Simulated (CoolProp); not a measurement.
Properties of R227EA along the isobar 7.89 MPa (Tc = 374.9 K, pc = 2.925 MPa, ω = 0.358).

Computed with CoolProp (reference Helmholtz-energy equation of state, Lemmon 2016).

```csv
T (K),phase,cp (kJ/(kg K)),cv (kJ/(kg K)),Joule-Thomson coefficient (K/MPa),Prandtl number
344.7,liquid,1.246,0.8940,0.1249,3.78
355.5,liquid,1.278,0.9100,0.2449,3.55
366.4,liquid,1.315,0.9260,0.4028,3.31
377.2,supercritical,1.356,0.9418,0.6108,3.08
388.1,supercritical,1.403,0.9576,0.8946,2.84
399,supercritical,1.456,0.9731,1.277,2.59
409.8,supercritical,1.506,0.9877,1.763,2.33
420.7,supercritical,1.541,1.001,2.331,2.06
431.6,supercritical,1.546,1.012,2.887,1.80
442.4,supercritical,1.512,1.019,3.288,1.57
453.3,supercritical,1.455,1.025,3.464,1.39
464.1,supercritical,1.398,1.029,3.470,1.26
475,supercritical,1.351,1.034,3.382,1.17
```

Viscosity comes from a separate model (Huber 2003), an estimate that may be off by 10 % or more. Thermal conductivity comes from a separate model (Huber 2003), an estimate that may be off by 10 % or more.
